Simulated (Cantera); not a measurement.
An isothermal, constant-pressure homogeneous reactor starts with N₂O : N₂ = 1 : 3.5 (molar parts), at 1500 K and 0.460 bar. Integrator tolerance rtol = 1e-08.

Computed with Cantera and GRI-Mech 3.0 (53 species, 325 reactions). GRI-Mech 3.0 was tuned for natural gas; its chemistry of N2O as a main component is partial and can be far from experiment. The temperature is held fixed by assumption; the heat of reaction is taken as removed at once.

**Question.** What does this change do: pressure from 0.460 bar to 60.8 Torr?

**Answer.** 
| quantity | before | after |
|---|---|---|
| x(N₂O) at 2.00 s | 6.40e-7 (gas-phase equilibrium 4.02e-8) | 0.000196 (gas-phase equilibrium 1.69e-8) |
| x(N₂) at 2.00 s | 0.878 (gas-phase equilibrium 0.900) | 0.876 (gas-phase equilibrium 0.900) |
| x(NO₂) at 2.00 s | 9.59e-5 (gas-phase equilibrium 2.25e-6) | 3.81e-5 (gas-phase equilibrium 9.46e-7) |
| x(NO) at 2.00 s | 0.0434 (gas-phase equilibrium 0.000905) | 0.0476 (gas-phase equilibrium 0.000905) |
| x(O₂) at 2.00 s | 0.0782 (gas-phase equilibrium 0.0995) | 0.0761 (gas-phase equilibrium 0.0995) |

**Question.** What does this change do: pressure from 0.460 bar to 0.980 bar?

**Answer.** 
| quantity | before | after |
|---|---|---|
| x(N₂O) at 2.00 s | 6.40e-7 (gas-phase equilibrium 4.02e-8) | 5.86e-7 (gas-phase equilibrium 5.87e-8) |
| x(N₂) at 2.00 s | 0.878 (gas-phase equilibrium 0.900) | 0.880 (gas-phase equilibrium 0.900) |
| x(NO₂) at 2.00 s | 9.59e-5 (gas-phase equilibrium 2.25e-6) | 0.000131 (gas-phase equilibrium 3.29e-6) |
| x(NO) at 2.00 s | 0.0434 (gas-phase equilibrium 0.000905) | 0.0401 (gas-phase equilibrium 0.000905) |
| x(O₂) at 2.00 s | 0.0782 (gas-phase equilibrium 0.0995) | 0.0798 (gas-phase equilibrium 0.0995) |

**Question.** What does this change do: temperature 1500 to 1275 K?

**Answer.** 
```
quantity                                           before                                    after
----------------  ---------------------------------------  ---------------------------------------
x(N₂O) at 2.00 s  6.40e-7 (gas-phase equilibrium 4.02e-8)   0.0326 (gas-phase equilibrium 1.21e-8)
x(N₂) at 2.00 s       0.878 (gas-phase equilibrium 0.900)      0.872 (gas-phase equilibrium 0.900)
x(NO₂) at 2.00 s  9.59e-5 (gas-phase equilibrium 2.25e-6)  9.39e-5 (gas-phase equilibrium 1.39e-6)
x(NO) at 2.00 s   0.0434 (gas-phase equilibrium 0.000905)  0.0209 (gas-phase equilibrium 0.000248)
x(O₂) at 2.00 s     0.0782 (gas-phase equilibrium 0.0995)    0.0748 (gas-phase equilibrium 0.0999)
```
The mechanism lacks the step 2 NO + O2 → 2 NO2, which can matter for NO2 below about 1400 K.
